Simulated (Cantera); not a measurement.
A Cantera script and what it prints.

```python
import numpy as np
import cantera as ct

gas_names = """
    B BF BF2 BF3 BH BHF2 BH2 BH3 BN B2 F F2 H HF H2 H2F2 H3F3 H4F4 H5F5 H6F6 H7F7 N NF NF2 NF3 NH NH2
    NH3 N2 N2H2 N2H4
""".split()
cond_names = """
    B(b) B(L) BN(s)
""".split()


# ... load() reads the species with a 1 bar reference pressure and builds the phases ...
atoms = {
    'BN': {'B': 1, 'N': 1},
    'HF': {'H': 1, 'F': 1},
    'H2': {'H': 2},
}
top_T = {'BN(s)': 3200}  # K; cautious upper limits of use, not melting points


# ... equilibrate(T, P, feed) seeds the gas with the atoms and calls Mixture.equilibrate('TP', solver="vcs", rtol=1e-11, max_steps=5000) ...
results = []
T = 800  # K
P = 2400  # Pa
for m in [5.5, 7.1, 9.3, 12, 16, 20, 26, 34, 45]:
    feed = {'BN': 1, 'HF': m, 'H2': 2.8}  # mol
    mix = equilibrate(T, P, feed)
    results.append((T, P, feed, dict(zip(mix.species_names, mix.species_moles))))

top = {s: max(r[3][s] / sum(r[3][g] for g in gas_names) for r in results) for s in gas_names}
cols = sorted((s for s in top if top[s] > 1e-06), key=lambda s: -top[s])[:8]
seen = [c for c in cond_names if any(r[3].get(c, 0) > 1e-12 for r in results)]
print("log10 of partial pressures in bar; condensed amounts in mol")
print(f"{'n(HF)':>10s}" + "".join(f"{s[:9]:>10s}" for s in cols + seen))
for T, P, feed, n in results:
    ng = sum(n[g] for g in gas_names)
    print(f"{feed['HF']:10.4g}" + "".join(f"{np.log10(max(n[s] / ng * P / 1e5, 1e-99)):10.3f}" for s in cols)
          + "".join(f"{n.get(c, 0):10.4g}" for c in seen))
```

Result:

```
log10 of partial pressures in bar; condensed amounts in mol
     n(HF)        HF        H2       BF3        N2       NH3      H2F2
       5.5    -2.141    -1.905    -2.539    -2.840    -6.802    -8.303
       7.1    -2.003    -1.982    -2.615    -2.916    -6.956    -8.026
       9.3    -1.903    -2.069    -2.703    -3.004    -7.130    -7.827
        12    -1.836    -2.157    -2.790    -3.091    -7.305    -7.693
        16    -1.780    -2.260    -2.894    -3.195    -7.513    -7.581
        20    -1.747    -2.344    -2.978    -3.279    -7.680    -7.516
        26    -1.717    -2.446    -3.079    -3.380    -7.883    -7.456
        34    -1.694    -2.552    -3.186    -3.487    -8.096    -7.410
        45    -1.676    -2.666    -3.299    -3.600    -8.323    -7.373
```

These are equilibrium values from Cantera (NASA tables, ideal gas, pure condensed phases), not measurements of a reactor.
